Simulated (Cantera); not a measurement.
A freely propagating, adiabatic, planar premixed flame of H2 : O2 : N2 = 1 : 0.676 : 2.54 (molar parts), equivalence ratio 0.74, unburnt at 425 K and 34000 Pa; mixture-averaged transport, grid criteria slope 0.08 and curve 0.16, no radiation.

Computed with Cantera and the H2/O2 subset of GRI-Mech 3.0, which has no nitrogen chemistry. Burning velocities carry a grid error of a few per cent, more on coarse grids.

### Question
How do the results move with these cheaper or finer settings: unity-Lewis-number transport; multicomponent transport; multicomponent+Soret transport; grid criteria slope 0.5, curve 1; grid criteria slope 0.25, curve 0.5; grid criteria slope 0.03, curve 0.06?

### Answer
```json
[
 {"setting": "as above", "laminar burning velocity": "284 cm/s", "thermal thickness": "1.59 mm", "peak x(OH)": "0.0136", "peak x(O)": "0.0133", "grid points": "113"},
 {"setting": "unity-Lewis-number transport", "laminar burning velocity": "199 cm/s", "thermal thickness": "1.16 mm", "peak x(OH)": "0.0140", "peak x(O)": "0.0145", "grid points": "111"},
 {"setting": "multicomponent transport", "laminar burning velocity": "279 cm/s", "thermal thickness": "1.58 mm", "peak x(OH)": "0.0136", "peak x(O)": "0.0133", "grid points": "113"},
 {"setting": "multicomponent+Soret transport", "laminar burning velocity": "259 cm/s", "thermal thickness": "1.56 mm", "peak x(OH)": "0.0135", "peak x(O)": "0.0130", "grid points": "113"},
 {"setting": "grid criteria slope 0.5, curve 1", "laminar burning velocity": "328 cm/s", "thermal thickness": "1.94 mm", "peak x(OH)": "0.0136", "peak x(O)": "0.0138", "grid points": "36"},
 {"setting": "grid criteria slope 0.25, curve 0.5", "laminar burning velocity": "298 cm/s", "thermal thickness": "1.72 mm", "peak x(OH)": "0.0134", "peak x(O)": "0.0134", "grid points": "52"},
 {"setting": "grid criteria slope 0.03, curve 0.06", "laminar burning velocity": "280 cm/s", "thermal thickness": "1.57 mm", "peak x(OH)": "0.0136", "peak x(O)": "0.0132", "grid points": "255"}
]
```
Unity Lewis numbers drop preferential diffusion, which matters most where H2 and H carry the flame; Soret adds thermal diffusion.
